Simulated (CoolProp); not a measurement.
Properties of ammonia along the isobar 12.2 MPa.

Computed with CoolProp (reference Helmholtz-energy equation of state, Gao 2020).

```json
[
 {"T (°C)": "67.75", "phase": "liquid", "Z": "0.1342", "cp (kJ/(kg K))": "5.080", "speed of sound (m/s)": "1106", "expansivity (1/kK)": "3.233", "conductivity (mW/(m K))": "392", "fugacity coefficient": "0.2302"},
 {"T (°C)": "101.35", "phase": "liquid", "Z": "0.1400", "cp (kJ/(kg K))": "6.021", "speed of sound (m/s)": "821.9", "expansivity (1/kK)": "5.330", "conductivity (mW/(m K))": "306", "fugacity coefficient": "0.4084"},
 {"T (°C)": "134.95", "phase": "supercritical", "Z": "0.2015", "cp (kJ/(kg K))": "32.34", "speed of sound (m/s)": "346.9", "expansivity (1/kK)": "75.76", "conductivity (mW/(m K))": "224", "fugacity coefficient": "0.6189"},
 {"T (°C)": "168.55", "phase": "supercritical", "Z": "0.6409", "cp (kJ/(kg K))": "5.684", "speed of sound (m/s)": "421.3", "expansivity (1/kK)": "9.346", "conductivity (mW/(m K))": "73.5", "fugacity coefficient": "0.7255"},
 {"T (°C)": "202.05", "phase": "supercritical", "Z": "?", "cp (kJ/(kg K))": "4.102", "speed of sound (m/s)": "471.3", "expansivity (1/kK)": "5.363", "conductivity (mW/(m K))": "67.3", "fugacity coefficient": "0.7903"},
 {"T (°C)": "235.65", "phase": "supercritical", "Z": "0.8176", "cp (kJ/(kg K))": "3.571", "speed of sound (m/s)": "507.1", "expansivity (1/kK)": "3.907", "conductivity (mW/(m K))": "68.5", "fugacity coefficient": "0.8371"},
 {"T (°C)": "269.25", "phase": "supercritical", "Z": "0.8623", "cp (kJ/(kg K))": "3.324", "speed of sound (m/s)": "536.3", "expansivity (1/kK)": "3.132", "conductivity (mW/(m K))": "71.8", "fugacity coefficient": "0.8721"},
 {"T (°C)": "302.85", "phase": "supercritical", "Z": "0.8943", "cp (kJ/(kg K))": "3.195", "speed of sound (m/s)": "561.5", "expansivity (1/kK)": "2.646", "conductivity (mW/(m K))": "75.6", "fugacity coefficient": "0.8990"},
 {"T (°C)": "336.45", "phase": "supercritical", "Z": "0.9180", "cp (kJ/(kg K))": "3.128", "speed of sound (m/s)": "584.1", "expansivity (1/kK)": "2.309", "conductivity (mW/(m K))": "79.3", "fugacity coefficient": "0.9199"},
 {"T (°C)": "370.05", "phase": "supercritical", "Z": "0.9362", "cp (kJ/(kg K))": "3.097", "speed of sound (m/s)": "?", "expansivity (1/kK)": "2.061", "conductivity (mW/(m K))": "82.5", "fugacity coefficient": "0.9365"},
 {"T (°C)": "403.65", "phase": "supercritical", "Z": "0.9503", "cp (kJ/(kg K))": "3.090", "speed of sound (m/s)": "623.7", "expansivity (1/kK)": "?", "conductivity (mW/(m K))": "84.8", "fugacity coefficient": "0.9497"}
]
```

**Question.** Fill in the missing entries.

**Answer.** 
- 202.05, Z: 0.7515
- 370.05, speed of sound (m/s): 604.6
- 403.65, expansivity (1/kK): 1.870

The peak of cp marks the crossing from liquid-like to gas-like fluid above the critical point.

Thermal conductivity comes from a separate model (Tufeu 1984).
